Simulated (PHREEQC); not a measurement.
1 kg of water holding 0.0067 mol/kgw NaCl, 0.4 mol/kgw SrCl2, 0.0066 mol/kgw MgCl2 and 0.014 mol/kgw CaCl2 is evaporated at 25 °C; the solids stay in contact with the brine. CO2 from the air is kept out. Solids allowed: Bischofite, Brucite, Halite, Portlandite, MgCl2_4H2O. Others were left out.

Computed with PHREEQC (Pitzer model, pitzer.dat).

| water left (kg) | ionic strength | water activity | Ca in solution (mol/kgw) |
|---|---|---|---|
| 1 | 1.27 | 0.980 | 0.0140 |
| 0.8219 | 1.54 | ___ | 0.0170 |
| 0.6755 | 1.88 | ___ | 0.0207 |
| 0.5552 | 2.28 | 0.961 | 0.0252 |
| 0.4563 | 2.78 | ___ | 0.0307 |
| 0.375 | 3.38 | ___ | 0.0373 |
| 0.3082 | 4.12 | ___ | 0.0454 |
| 0.2533 | 5.01 | 0.897 | 0.0553 |
| 0.2082 | 6.09 | 0.865 | 0.0672 |
| 0.1711 | 7.41 | 0.822 | 0.0818 |
| 0.1407 | 9.02 | 0.765 | 0.0995 |

Q: What belongs in the gaps?

A: 
- 0.8219, water activity: 0.975
- 0.6755, water activity: 0.969
- 0.4563, water activity: 0.951
- 0.375, water activity: 0.938
- 0.3082, water activity: 0.920
